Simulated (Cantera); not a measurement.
## Adiabatic ignition

An adiabatic, constant-volume homogeneous reactor starts with 18.4 % H2, 17.1 % O2, 64.2 % N2, 0.295 % NO, at 1400 K and 3750 Torr.

Cantera simulation using GRI-Mech 3.0 (53 species, 325 reactions); the numbers are that mechanism's predictions, not measurements. The hydrogen kinetics of GRI-Mech 3.0 are dated; newer H2 mechanisms differ, most at raised pressure.

```tsv
t (s)	T (K)	P (bar)	x H2	x O2	x NO	x H2O2	x OH
9.00e-6	2769	9.09	0.00545	0.0803	0.00342	1.76e-6	0.0215
2.09e-5	2793	9.16	0.00461	0.0804	0.00390	1.97e-6	0.0202
4.83e-5	2791	9.15	0.00460	0.0799	0.00495	1.96e-6	0.0201
0.000112	2788	9.14	0.00457	0.0789	0.00714	1.94e-6	0.0199
0.000260	2781	9.11	0.00451	0.0771	0.0111	1.89e-6	0.0195
0.000601	2772	9.08	0.00444	0.0748	0.0161	1.84e-6	0.0189
0.00139	2767	9.06	0.00440	0.0735	0.0191	1.80e-6	0.0186
0.00323	2766	9.06	0.00440	0.0733	0.0195	1.80e-6	0.0186
0.00748	2766	9.06	0.00440	0.0733	0.0195	1.80e-6	0.0186
0.0173	2766	9.06	0.00440	0.0733	0.0195	1.80e-6	0.0186
0.0402	2766	9.06	0.00440	0.0733	0.0195	1.80e-6	0.0186
0.0931	2766	9.06	0.00440	0.0733	0.0195	1.80e-6	0.0186
0.216	2766	9.06	0.00440	0.0733	0.0195	1.80e-6	0.0186
0.500	2766	9.06	0.00440	0.0733	0.0195	1.80e-6	0.0186
```
x: mole fraction; the columns are a selection and need not sum to one.

```
Item                                                                 Value
---------------------------------  ---------------------------------------
time of steepest temperature rise                                  4.12 µs
temperature at 0.500 s                                              2766 K
equilibrium temperature                                             2766 K
x(H2) at 0.500 s                   0.00440 (gas-phase equilibrium 0.00440)
x(O2) at 0.500 s                     0.0733 (gas-phase equilibrium 0.0733)
x(NO) at 0.500 s                     0.0195 (gas-phase equilibrium 0.0195)
```
